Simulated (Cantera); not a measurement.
**SiH4 + HCl + H2 + C2H2 (silicon carbide growth)**

Feed: 1 mol SiH4, 2.4 mol HCl, 570 mol H2, 0.13 mol C2H2, held at 0.200 bar.

Cantera equilibrium calculation (NASA polynomials, part measured and part estimated; ideal gas, pure solids and liquids). Candidate condensed phases: C, C6H6, C7H8, C8H18, Si, SiC; 109 gas species. Mutual solubility and eutectic melting of coexisting phases are not modelled. Gases not in the tables: Si2H6 and higher silanes. The numbers say what is thermodynamically allowed, not how fast it happens.

From 1400 K to 1675 K the condensed part is Si(s) + SiC(s). From 1700 K to 1725 K the condensed part is Si(l) + SiC(s). The main Si-bearing gas is SiCl2 throughout.

| T (K) | x H2 | x HCl | x H | x SiCl2 | x SiH2 | x Si | x CH4 | x SiH | n Si(s) | n SiC(s) | n Si(l) |
|---|---|---|---|---|---|---|---|---|---|---|---|
| 1400 | 0.996 | 0.00407 | 1.09e-5 | 4.92e-5 | 3.75e-7 | 4.12e-9 | 4.11e-6 | 9.17e-9 | 0.713 | 0.258 | 0 |
| 1425 | 0.996 | 0.00407 | 1.52e-5 | 5.03e-5 | 5.39e-7 | 8.05e-9 | 4.00e-6 | 1.60e-8 | 0.712 | 0.258 | 0 |
| 1450 | 0.996 | 0.00407 | 2.11e-5 | 5.13e-5 | 7.66e-7 | 1.54e-8 | 3.90e-6 | 2.73e-8 | 0.711 | 0.258 | 0 |
| 1475 | 0.996 | 0.00407 | 2.89e-5 | 5.24e-5 | 1.08e-6 | 2.88e-8 | 3.80e-6 | 4.57e-8 | 0.711 | 0.258 | 0 |
| 1500 | 0.996 | 0.00407 | 3.93e-5 | 5.34e-5 | 1.49e-6 | 5.26e-8 | 3.71e-6 | 7.54e-8 | 0.710 | 0.258 | 0 |
| 1525 | 0.996 | 0.00407 | 5.28e-5 | 5.43e-5 | 2.05e-6 | 9.44e-8 | 3.63e-6 | 1.22e-7 | 0.709 | 0.258 | 0 |
| 1550 | 0.996 | 0.00406 | 7.03e-5 | 5.53e-5 | 2.78e-6 | 1.66e-7 | 3.55e-6 | 1.95e-7 | 0.708 | 0.258 | 0 |
| 1575 | 0.996 | 0.00406 | 9.27e-5 | 5.62e-5 | 3.74e-6 | 2.87e-7 | 3.47e-6 | 3.06e-7 | 0.707 | 0.258 | 0 |
| 1600 | 0.996 | 0.00406 | 0.000121 | 5.71e-5 | 4.98e-6 | 4.88e-7 | 3.40e-6 | 4.74e-7 | 0.705 | 0.258 | 0 |
| 1625 | 0.996 | 0.00406 | 0.000157 | 5.80e-5 | 6.58e-6 | 8.14e-7 | 3.34e-6 | 7.24e-7 | 0.703 | 0.258 | 0 |
| 1650 | 0.996 | 0.00406 | 0.000203 | 5.88e-5 | 8.62e-6 | 1.34e-6 | 3.27e-6 | 1.09e-6 | 0.701 | 0.258 | 0 |
| 1675 | 0.996 | 0.00406 | 0.000259 | 5.96e-5 | 1.12e-5 | 2.17e-6 | 3.21e-6 | 1.63e-6 | 0.698 | 0.258 | 0 |
| 1700 | 0.996 | 0.00406 | 0.000329 | 5.92e-5 | 1.41e-5 | 3.39e-6 | 3.22e-6 | 2.34e-6 | 0 | 0.258 | 0.695 |
| 1725 | 0.995 | 0.00406 | 0.000414 | 5.71e-5 | 1.72e-5 | 5.08e-6 | 3.33e-6 | 3.24e-6 | 0 | 0.258 | 0.693 |
x: gas mole fraction; n: condensed amount in mol.
